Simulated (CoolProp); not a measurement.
Computed with CoolProp (reference Helmholtz-energy equation of state, Gao 2020).

Question: For ammonia, give the phase and the cv (kJ/(kg K)), speed of sound (m/s), Joule-Thomson coefficient (K/MPa) at 358.5 K and 40.9 kPa.

Answer: 
- 358.5 K and 40.9 kPa: gas; cv 1.71, speed of sound 474, Joule-Thomson coefficient 14.9
